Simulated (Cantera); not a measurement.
Mixture: H2 : O2 : N2 = 1 : 0.417 : 1.57 (molar parts), at 5.00 bar, adiabatic and at constant volume. Ignition delay is the time to a rise of 400 K.

Computed with Cantera and GRI-Mech 3.0 (53 species, 325 reactions). The hydrogen kinetics of GRI-Mech 3.0 are dated; newer H2 mechanisms differ, most at raised pressure. Below about 950 K walls govern HO2 and H2O2 in real vessels.

Task: What does this change do: pressure from 5.00 bar to 4.00 bar?

Result: 
```json
[
 {"quantity": "delay at 925 K", "before": "70.6 ms", "after": "78.9 ms"},
 {"quantity": "delay at 1000 K", "before": "9.43 ms", "after": "9.53 ms"},
 {"quantity": "delay at 1075 K", "before": "1.12 ms", "after": "0.780 ms"},
 {"quantity": "delay at 1150 K", "before": "46.8 µs", "after": "32.1 µs"},
 {"quantity": "delay at 1225 K", "before": "11.8 µs", "after": "12.8 µs"},
 {"quantity": "delay at 1300 K", "before": "6.52 µs", "after": "7.70 µs"},
 {"quantity": "delay at 1375 K", "before": "4.36 µs", "after": "5.31 µs"},
 {"quantity": "apparent activation energy between 1225 and 1375 K", "before": "93 kJ/mol", "after": "82 kJ/mol"}
]
```
